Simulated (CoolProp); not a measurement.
Saturation properties of R143a (Tc = 72.7 °C, pc = 37.62 bar, ω = 0.261).

The numbers come from the reference Helmholtz-energy equation of state, Lemmon and Jacobsen 2000 in CoolProp.

```csv
T (°C),p (bar),surface tension (mN/m),liquid conductivity (mW/(m K))
-19.75,3.183,10.3,89.1
-12.55,4.109,9.33,86.0
-5.35,5.228,8.35,82.9
1.75,6.541,7.41,80.0
8.95,8.112,6.49,77.0
16.15,9.950,5.58,74.1
23.25,12.05,4.72,71.2
30.45,14.50,3.88,68.2
37.65,17.31,3.07,65.3
```

It boils at -47.2 °C under 1 atm.

Thermal conductivity comes from a separate model (McLinden 2000), an estimate that may be off by 10 % or more. Surface tension comes from a separate correlation (Mulero 2014).
